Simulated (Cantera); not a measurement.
What does this Cantera script print?

```python
import numpy as np
import cantera as ct

gas_names = """
    H HO2 H2 H2O H2O2 O OH O2 O3 Pb PbO Pb2
""".split()
cond_names = """
    H2O(s) H2O(L) Pb(cr) Pb(L) PbO(rd) PbO(yw) PbO(L) PbO2(s) Pb3O4(s)
""".split()


# ... load() reads the species with a 1 bar reference pressure and builds the phases ...
atoms = {
    'PbO': {'Pb': 1, 'O': 1},
    'O2': {'O': 2},
    'H2': {'H': 2},
}
top_T = {'Pb3O4(s)': 820}  # K; cautious upper limits of use, not melting points


# ... equilibrate(T, P, feed) seeds the gas with the atoms and calls Mixture.equilibrate('TP', solver="vcs", rtol=1e-11, max_steps=5000) ...
results = []
T = 1375  # K
P = 240000  # Pa
for m in [0.12, 0.2, 0.34, 0.56, 0.94, 1.6, 2.6, 4.4, 7.3]:
    feed = {'PbO': 1, 'O2': 0.15, 'H2': m}  # mol
    mix = equilibrate(T, P, feed)
    results.append((T, P, feed, dict(zip(mix.species_names, mix.species_moles))))

top = {s: max(r[3][s] / sum(r[3][g] for g in gas_names) for r in results) for s in gas_names}
cols = sorted((s for s in top if top[s] > 0.0001), key=lambda s: -top[s])[:6]
seen = [c for c in cond_names if any(r[3].get(c, 0) > 1e-12 for r in results)]
print("log10 of partial pressures in bar; condensed amounts in mol")
print(f"{'n(H2)':>10s}" + "".join(f"{s[:9]:>10s}" for s in cols + seen))
for T, P, feed, n in results:
    ng = sum(n[g] for g in gas_names)
    print(f"{feed['H2']:10.4g}" + "".join(f"{np.log10(max(n[s] / ng * P / 1e5, 1e-99)):10.3f}" for s in cols)
          + "".join(f"{n.get(c, 0):10.4g}" for c in seen))
```

It prints:

```
log10 of partial pressures in bar; condensed amounts in mol
     n(H2)       H2O        H2        O2        Pb       PbO     Pb(L)    PbO(L)
      0.12     0.137    -6.384     0.012    -5.526    -2.814         0    0.9999
       0.2     0.283    -6.072    -0.319    -5.360    -2.814         0    0.9998
      0.34     0.378    -2.799    -6.674    -2.183    -2.814   0.03884      0.96
      0.56     0.378    -2.799    -6.674    -2.183    -2.814    0.2581      0.74
      0.94     0.378    -2.799    -6.674    -2.183    -2.814    0.6368      0.36
       1.6     0.289    -0.348   -11.755    -2.183    -5.355    0.9956         0
       2.6     0.078     0.078   -13.029    -2.183    -5.991    0.9929         0
       4.4    -0.150     0.227   -13.784    -2.183    -6.369    0.9879         0
       7.3    -0.370     0.294   -14.357    -2.183    -6.656      0.98         0
```

These are equilibrium values from Cantera (NASA tables, ideal gas, pure condensed phases), not measurements of a reactor. Each liquid is taken as pure. Mutual solubility and eutectic melting of coexisting phases are not modelled. Gases not in the tables: (PbO)n polymers.
